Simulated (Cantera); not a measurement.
Low-pressure radical oxidation in H2/O2

An isothermal, constant-pressure homogeneous reactor starts with H₂ : O₂ = 0.018 : 1 (molar parts), equivalence ratio 0.0090, at 1350 K and 260 Pa.

Model: the H2/O2 subset of GRI-Mech 3.0, which has no nitrogen chemistry, integrated in Cantera. Radical loss at walls, strong at low pressure, is not modelled.

| t (s) | x H₂ | x O₂ | x H₂O₂ | x H | x OH | x H₂O |
|---|---|---|---|---|---|---|
| 0.000300 | 0.0177 | 0.982 | 1.56e-12 | 5.08e-9 | 7.26e-9 | 1.11e-9 |
| 0.000625 | 0.0177 | 0.982 | 6.69e-12 | 7.99e-9 | 2.11e-8 | 7.02e-9 |
| 0.00130 | 0.0177 | 0.982 | 2.84e-11 | 1.69e-8 | 6.62e-8 | 4.39e-8 |
| 0.00271 | 0.0177 | 0.982 | 1.17e-10 | 6.70e-8 | 3.16e-7 | 3.50e-7 |
| 0.00565 | 0.0177 | 0.982 | 4.63e-10 | 9.87e-7 | 4.90e-6 | 6.89e-6 |
| 0.0118 | 0.0155 | 0.980 | 1.98e-9 | 0.000219 | 0.00100 | 0.00156 |
| 0.0245 | 0.000192 | 0.966 | 5.26e-9 | 0.00104 | 0.00226 | 0.0158 |
| 0.0510 | 0.000121 | 0.966 | 4.45e-9 | 0.000945 | 0.00205 | 0.0161 |
| 0.106 | 0.000120 | 0.966 | 4.44e-9 | 0.000930 | 0.00204 | 0.0161 |
| 0.221 | 0.000117 | 0.966 | 4.42e-9 | 0.000900 | 0.00201 | 0.0161 |
| 0.461 | 0.000112 | 0.967 | 4.38e-9 | 0.000840 | 0.00197 | 0.0162 |
| 0.960 | 0.000103 | 0.968 | 4.30e-9 | 0.000732 | 0.00189 | 0.0163 |
| 2.00 | 8.64e-5 | 0.971 | 4.12e-9 | 0.000558 | 0.00173 | 0.0165 |
x: mole fraction; the columns are a selection and need not sum to one.

Equilibrium at this temperature and pressure: H₂ 7.24e-8, O₂ 0.982, H₂O₂ 7.14e-11, H 1.27e-8, OH 5.06e-5, H₂O 0.0178 (gas phase only).
